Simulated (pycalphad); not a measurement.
An equivalent pycalphad script:

```python
from pycalphad import Database, equilibrium, calculate, variables as v
import numpy as np
db = Database('COST507.tdb')
comps = ['SN', 'SI', 'VA']
phases = ['BCT_A5', 'DIAMOND_A4', 'LIQUID']
eq = equilibrium(db, comps, phases, {v.X('SI'): 0.0037, v.T: np.arange(1400, 499, -25), v.P: 101325, v.N: 1}, output=['HM', 'SM'])
```

CALPHAD calculation (pycalphad, COST 507 light-alloy database (1999)), 1 atm. The database dates from 1999; later assessments differ in places, in temperatures and in the compounds included. Amounts are mole fractions of atoms.

Results at three of the temperatures:

```
T = 1375.00 K, P = 101325 Pa, N = 1 mol of atoms
G = -111768 J/mol, H = 38081 J/mol, S = 108.98 J/(mol K)  (SER reference)
chemical potentials (J/mol): Sn -111893, Si -78107
phase             fraction      x(Sn)      x(Si)
LIQUID              1.0000     0.9963     0.0037
```

```
T = 1175.00 K, P = 101325 Pa, N = 1 mol of atoms
G = -90408 J/mol, H = 32391 J/mol, S = 104.51 J/(mol K)  (SER reference)
chemical potentials (J/mol): Sn -90550, Si -52021
phase             fraction      x(Sn)      x(Si)
LIQUID              1.0000     0.9963     0.0037
```

```
T = 675.00 K, P = 101325 Pa, N = 1 mol of atoms
G = -41806 J/mol, H = 17884 J/mol, S = 88.43 J/(mol K)  (SER reference)
chemical potentials (J/mol): Sn -41900, Si -16540
phase             fraction      x(Sn)      x(Si)
LIQUID              0.9963     1.0000   3.85e-05
DIAMOND_A4          0.0037   3.61e-07     1.0000
```

Changes of the phase set, refined by bisection:

```csv
T (K),phases above,phases below
1005.7,liquid,diamond (Si) + liquid
505.0,diamond (Si) + liquid,bct (Sn) + diamond (Si)
```

DIAMOND_A4 is diamond (Si).
